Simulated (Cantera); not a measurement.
Feed: 1 mol C6H6, 0.055 mol CO2, 40 mol H2, at 2577 °C and 1330 Pa.

Method: chemical equilibrium by Gibbs-energy minimisation in Cantera with the NASA 1993 tables (ideal gas, pure condensed phases). Candidate condensed phases: C, C6H6, C7H8, C8H18, H2O; 110 gas species. Kinetics and transport are ignored.

Base state: H 0.549, H2 0.424, C2H2 (acetylene) 0.0167, C3 0.00433, C2H 0.00295, CO 0.00183, C 0.000846, C2 0.000427 (mole fractions); condensed: C(graphite).

Problem. What changes in the equilibrium state with this change: temperature from 2577 °C to 877 °C?

Solution. 
```
species             before     after
----------------  --------  --------
H2                   0.424     0.997
CO                 0.00183   0.00255
CH4                2.21e-7  0.000310
H                    0.549   6.45e-7
C2H2 (acetylene)    0.0167   3.86e-8
C3                 0.00433     <1e-9
C2H                0.00295     <1e-9
C                 0.000846     <1e-9
C2                0.000427     <1e-9
C(graphite), mol      2.62      5.93
```

Problem. What changes in the equilibrium state with this change: pressure from 1330 Pa to 101000 Pa?

Solution. 
| species | before | after |
|---|---|---|
| H2 | 0.424 | 0.872 |
| H | 0.549 | 0.0902 |
| C2H2 (acetylene) | 0.0167 | 0.0343 |
| CH4 | 2.21e-7 | 7.10e-5 |
| C3 | 0.00433 | 5.70e-5 |
| C5 | 4.91e-5 | 6.47e-7 |
| C | 0.000846 | 1.11e-5 |
| C(graphite), mol | 2.62 | 2.67 |
